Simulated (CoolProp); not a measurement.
Vapour-liquid equilibrium of R113 (1) + n-hexane (2) at 215 kPa; x and y are mole fractions of (1).

The numbers come from the multi-fluid Helmholtz-energy mixture model, Marx 1992 and Thol 2019; pair parameters Bell 2016 in CoolProp.

```csv
x,"bubble temperature, mixture model (K)","bubble temperature, Raoult's law (K)","y, mixture model","y, Raoult's law"
0.05,365.7,366.5,0.101,0.087
0.125,362.6,364.3,0.229,0.205
0.2,360.1,362.3,[?],0.312
0.275,357.8,360.4,0.426,0.409
0.35,355.9,358.6,0.505,0.497
0.425,354.2,356.8,0.575,0.576
0.5,352.6,355.1,0.639,0.649
0.575,351.3,353.5,0.698,0.715
0.65,350.0,352.0,[?],0.776
0.725,348.9,350.5,0.807,0.831
0.8,347.9,349.0,0.859,0.883
0.875,346.9,347.7,[?],0.930
0.95,346.0,346.3,0.964,0.973
```

Question: Fill in the missing entries.

Answer: 
- 0.2, y, mixture model: 0.335
- 0.65, y, mixture model: 0.754
- 0.875, y, mixture model: 0.911

The largest gap from Raoult's law is -2.7 K in bubble temperature, at x = 0.35. No azeotrope shows between x = 0.05 and 0.95.

Pair parameters are fitted to limited data, so mixtures are less certain than the pure fluids.
